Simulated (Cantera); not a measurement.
A freely propagating, adiabatic, planar premixed flame of H2 : O2 : N2 : H2O = 1 : 0.685 : 2.58 : 1 (molar parts), unburnt at 400 K and 760 Torr; mixture-averaged transport, grid criteria slope 0.08 and curve 0.16, no radiation.

Model: the H2/O2 subset of GRI-Mech 3.0, which has no nitrogen chemistry, integrated in Cantera. Burning velocities carry a grid error of a few per cent, more on coarse grids.

Problem. What does this change do: inlet temperature 400 to 625 K?

Solution. 
```csv
quantity,before,after
laminar burning velocity,77.9 cm/s,320 cm/s
thermal thickness,0.438 mm,0.402 mm
peak x(H2O2),9.84e-5,4.07e-5
peak x(OH),0.00520,0.00943
peak x(O),0.00203,0.00462
```
